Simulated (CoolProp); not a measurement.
Oxygen along the isotherm -103.15 °C: density (kg/m³) from the reference equation and from simpler models built on Tc = -118.6 °C, pc = 5046 kPa, ω = 0.022; each cubic takes its own stable root.

Model: reference Helmholtz-energy equation of state, Schmidt 1985, in CoolProp.

| p (kPa) | phase | reference |
|---|---|---|
| 3360 | gas | 93.73 |
| 6730 | supercritical | 280.0 |
| 10100 | supercritical | 581.9 |
| 13500 | supercritical | 686.0 |
| 16800 | supercritical | 740.3 |
| 20200 | supercritical | 779.3 |
| 23500 | supercritical | 808.7 |
| 26900 | supercritical | 833.7 |
| 30300 | supercritical | 855.1 |
| 33600 | supercritical | 873.3 |
| 37000 | supercritical | 890.0 |
| 40400 | supercritical | 905.2 |
| 43700 | supercritical | 918.7 |
| 47100 | supercritical | 931.5 |
| 50500 | supercritical | 943.5 |

Question: How far does each simpler model (ideal gas, Redlich-Kwong, Soave-Redlich-Kwong) lie from the reference over these 15 states: mean and median of the absolute difference, and the worst?

Answer: 
- ideal gas: mean 27.6 %, median 21.1 %, worst -60.7 % at -103.15 °C and 10100 kPa
- Redlich-Kwong: mean 2.4 %, median 1.0 %, worst -8.8 % at -103.15 °C and 10100 kPa
- Soave-Redlich-Kwong: mean 2.6 %, median 1.6 %, worst -9.5 % at -103.15 °C and 10100 kPa
